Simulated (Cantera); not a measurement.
**H2O + H2 + N2 (abatement and gas-phase synthesis)**

Input: 1 mol H2O, 0.045 mol H2, 2.8 mol N2, at 575 K.

Cantera equilibrium calculation (NASA polynomials, part measured and part estimated; ideal gas, pure solids and liquids). Candidate condensed phases: H2O; 24 gas species. The ideal-gas law is rough above about 30 bar. Rates play no part.

```tsv
P (Pa)	x N2	x H2O	x H2	x NH3	n H2O(l)
10	0.728	0.260	0.0117	7.03e-9	0
120	0.728	0.260	0.0117	8.43e-8	0
1400	0.728	0.260	0.0117	9.84e-7	0
17000	0.728	0.260	0.0117	1.19e-5	0
210000	0.728	0.260	0.0115	0.000144	0
2500000	0.729	0.260	0.00972	0.00133	0
30000000	0.771	0.219	0.00455	0.00525	0.206
```
x: gas mole fraction; n: condensed amount in mol.

From 10.0 Pa to 25.0 bar nothing is condensed. At 300 bar the condensed part is H2O(l).
